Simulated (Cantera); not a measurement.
An isothermal plug-flow reactor at 675 K and 750 Torr (inlet), inlet velocity 3.3 m/s, active area per volume 160 1/m; feed H₂ : O₂ : N₂ : H₂O = 0.012 : 0.028 : 0.79 : 0.026 (molar parts).

Model: Deutschmann's 1995 Pt surface mechanism with GRI-Mech 3.0 gas chemistry, integrated in Cantera. Catalytic surfaces can have several steady states; this one follows from the mechanism file's or the stated starting coverage. Mass transfer to the wall is taken as infinitely fast.

Problem. Predict: x(H₂) at z = 0.029 m; x(O₂) at z = 0.029 m; x(H₂O) at z = 0.029 m; θ(free Pt) at the exit; θ(O*) at the exit; θ(OH*) at the exit.

Solution. 
| Property | Result |
|---|---|
| x(H₂) at z = 0.029 m | 0.000321 |
| x(O₂) at z = 0.029 m | 0.0260 |
| x(H₂O) at z = 0.029 m | 0.0444 |
| θ(free Pt) at the exit | 0.0242 |
| θ(O*) at the exit | 0.968 |
| θ(OH*) at the exit | 0.00753 |
